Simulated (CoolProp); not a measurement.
Vapour-liquid equilibrium of isopentane (1) + R365MFC (2) at 255 kPa; x and y are mole fractions of (1).

Computed with CoolProp (multi-fluid Helmholtz-energy mixture model, Lemmon 2006 and Lemmon 2016; pair parameters Bell 2016).

```
x     bubble temperature, mixture model (°C)  bubble temperature, Raoult's law (°C)  y, mixture model  y, Raoult's law
----  --------------------------------------  -------------------------------------  ----------------  ---------------
0.05                                    64.1                                   68.0             0.158            0.066
0.15                                    57.9                                   66.8             0.356            0.193
0.25                                    54.4                                   65.7             0.466            0.312
0.35                                    52.5                                   64.5             0.533            0.424
0.45                                    51.4                                   63.4             0.578            0.529
0.55                                    50.9                                   62.3             0.613            0.627
0.65                                    50.7                                   61.2             0.649            0.720
0.75                                    51.0                                   60.1             0.693            0.806
0.85                                    52.0                                   59.1             0.761            0.888
0.95                                    54.8                                   58.0             0.888            0.964
```

The largest gap from Raoult's law is -12.0 K in bubble temperature, at x = 0.35. y crosses x between x = 0.55 and 0.65: the model has an azeotrope there.

Pair parameters are fitted to limited data, so mixtures are less certain than the pure fluids.
